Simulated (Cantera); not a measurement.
An adiabatic, constant-pressure homogeneous reactor starts with CH4 : CO : O2 : N2 : H2O = 1 : 0.035 : 1.01 : 9.18 : 1.4 (molar parts), equivalence ratio 2.0, at 1400 K and 13500 Torr.

Cantera simulation using GRI-Mech 3.0 (53 species, 325 reactions); the numbers are that mechanism's predictions, not measurements. The pressure lies above the range GRI-Mech 3.0 was tuned for (to about 10 atm).

x: mole fraction; the columns are a selection and need not sum to one.

```
t (s)     T (K)    x CH4     x CO      x O2    x CO2    x CH2O
--------  -----  -------  -------  --------  -------  --------
4.00e-6    1400   0.0792  0.00277    0.0800  2.65e-8   4.93e-8
8.25e-6    1400   0.0792  0.00277    0.0800        ?         ?
1.70e-5    1400   0.0792  0.00277    0.0800  2.43e-7   1.48e-6
3.50e-5    1400   0.0792  0.00277    0.0800  6.93e-7   7.86e-6
7.22e-5    1400   0.0791  0.00277    0.0800  1.86e-6   3.06e-5
0.000149   1401   0.0790  0.00278    0.0799  5.01e-6   8.77e-5
0.000307   1403   0.0785  0.00283    0.0796  1.51e-5  0.000229
0.000632   1412   0.0764  0.00329    0.0783  6.39e-5  0.000651
0.00130    1995  0.00718   0.0441  0.000495   0.0142   1.58e-5
0.00269    1979  0.00264   0.0450   1.38e-8   0.0221   2.51e-6
0.00554    1969  0.00141   0.0513   9.44e-9   0.0215   9.87e-7
0.0114     1962        ?   0.0543   7.50e-9   0.0211         ?
0.0235     1960  2.11e-5   0.0550   7.09e-9   0.0210   4.84e-8
0.0485     1959  2.44e-8   0.0550   7.14e-9   0.0210   3.76e-8
0.100      1959  5.34e-9   0.0550   7.14e-9   0.0210   3.76e-8
```

### Question
Fill in the missing entries.

### Answer

- 8.25e-6, x CO2: 8.00e-8
- 8.25e-6, x CH2O: 2.61e-7
- 0.0114, x CH4: 0.000408
- 0.0114, x CH2O: 2.61e-7
